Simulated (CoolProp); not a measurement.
Sulfur hexafluoride at 293.15 K and 0.317 MPa flows at 0.051 m/s in a round tube of 100 mm bore and 45 µm roughness, fully developed (64/Re and Nu = 3.66 if laminar; Colebrook and Gnielinski if turbulent). Each further row changes one setting.

Values from CoolProp's reference Helmholtz-energy equation of state, Guder 2009.

```csv
case,Reynolds number,Darcy friction factor,pressure drop (Pa/m),heat-transfer coefficient (W/(m² K)),mass flow (kg/h)
as stated,6700,(withheld),(withheld),2.86,28.5
velocity 0.102 m/s,13400,0.0294,0.0302,5.17,(withheld)
diameter 200 mm,13400,0.0290,(withheld),2.55,(withheld)
```

Task: What belongs in the gaps?

Result: 
- as stated, Darcy friction factor: 0.0350
- as stated, pressure drop (Pa/m): 0.00899
- velocity 0.102 m/s, mass flow (kg/h): 57.0
- diameter 200 mm, pressure drop (Pa/m): 0.00373
- diameter 200 mm, mass flow (kg/h): 114

Viscosity comes from a separate model (Quiñones-Cisneros 2012). Thermal conductivity comes from a separate model (Assael 2012).
